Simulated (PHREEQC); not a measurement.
# Leach liquor: speciation

Dissolve 0.25 mol H2SO4, 0.00034 mol CuSO4 and 0.0098 mol MgSO4 per kg of water at 20 °C. Closed to the air; pH follows from the charge balance.

All values are PHREEQC results (ion-association model, phreeqc.dat), not measurements.

The pH comes out as 0.66 and the ionic strength is 0.334 mol/kgw. The activity of water is 0.991, the specific conductance is 75400 µS/cm and the density comes out as 1.014 g/cm³. The total alkalinity is -500 meq/kg.

```
species  molality  activity   log γ
-------  --------  --------  ------
H+          0.279     0.217  -0.108
HSO4-       0.222     0.163  -0.135
SO4-2      0.0352   0.00857  -0.614
Mg+2      0.00649   0.00203  -0.506
MgSO4     0.00331   0.00357   0.033
Cu+2     0.000236   6.68e-5  -0.547
```

This is a speciation only: nothing precipitates in the calculation. Species that the database lacks are ignored.
